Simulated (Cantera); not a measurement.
Standard-state values (1 bar) from the NASA 1993 polynomials, evaluated with Cantera. Values are per mole of reaction as written; species without (g) are pure solids or liquids, kept so even where they would boil at 1 bar.

1.143 Ti + O2(g) ⇌ 0.2857 Ti4O7, with ΔH° = -972.7 kJ and ΔS° = -183.5 J/K at 300 K.

### Question
How far is the shortcut ΔG° ≈ ΔH°(300 K) − T·ΔS°(300 K) from the full temperature-dependent value at 1823, 1873, 1923, 1973, 2023, 2073, 2123 K?

### Answer
```tsv
T (K)	shortcut (kJ)	full (kJ)	difference (kJ)	difference in log10 K	condensed phases
1823	-638.3	-654.1	15.8	-0.45	Ti(β), Ti4O7(s)
1873	-629.1	-645.8	16.6	-0.46	Ti(β), Ti4O7(s)
1923	-619.9	-637.4	17.5	-0.47	Ti(β), Ti4O7(s)
1973	-610.8	-629.6	18.8	-0.50	Ti(l), Ti4O7(l)
2023	-601.6	-622.5	20.9	-0.54	Ti(l), Ti4O7(l)
2073	-592.4	-615.4	23.0	-0.58	Ti(l), Ti4O7(l)
2123	-583.3	-608.4	25.1	-0.62	Ti(l), Ti4O7(l)
```
The shortcut ignores heat capacities and the phase changes listed.
